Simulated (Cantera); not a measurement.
A closed system holds: 1 mol Fe₂O₃, 0.061 mol SO₃, 5.4 mol N₂, equilibrated at 902 °C and 1 atm.

These are equilibrium values from Cantera (NASA tables, ideal gas, pure condensed phases), not measurements of a reactor. Candidate condensed phases: Fe, FeO, FeS, FeSO₄, FeS₂, Fe₂O₃, Fe₂(SO₄)₃, Fe₃O₄, S; 19 gas species. Rates play no part.

Base state: N₂ 0.983, SO₂ 0.0109, O₂ 0.00541, SO₃ 0.000254, NO 2.89e-5 (mole fractions); condensed: Fe₂O₃(s).

Q: What changes in the equilibrium state with this change: SO₃ from 0.061 to 0.24 mol?

A: 
```tsv
species	before	after
N₂	0.983	0.938
SO₂	0.0109	0.0399
O₂	0.00541	0.0199
SO₃	0.000254	0.00179
NO	2.89e-5	5.41e-5
Fe₂O₃(s), mol	1.00	1.00
```
